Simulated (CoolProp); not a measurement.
Saturation properties of carbon monoxide (Tc = -140.3 °C, pc = 3.498 MPa, ω = 0.050).

The numbers come from the reference Helmholtz-energy equation of state, Lemmon 2006 in CoolProp. It is a short technical equation, of lower accuracy than the large ones.

```
T (°C)   p (MPa)  liquid density (kg/m³)  vapour density (kg/m³)  enthalpy of vaporisation (kJ/kg)  surface tension (mN/m)
-------  -------  ----------------------  ----------------------  --------------------------------  ----------------------
-195.85  0.05998                   811.9                   2.690                             220.5                    10.4
-192.75  0.08780                   798.6                   3.821                             216.4                    9.78
-189.75   0.1233                   785.5                   5.227                             212.2                    9.14
-186.65   0.1704                   771.5                   7.056                             207.7                    8.49
-183.55   0.2298                   757.2                   9.330                             202.9                    7.84
-180.45   0.3036                   742.5                   12.12                             197.7                    7.20
-177.35   0.3934                   727.1                   15.50                             192.3                    6.56
-174.35   0.4976                   711.7                   19.43                             186.6                    5.96
-171.25   0.6249                   695.1                   24.27                             180.3                    5.34
-168.15   0.7742                   677.7                   30.04                             173.5                    4.73
```

It boils at -191.5 °C under 1 atm.

Surface tension comes from a separate correlation (Mulero 2012).
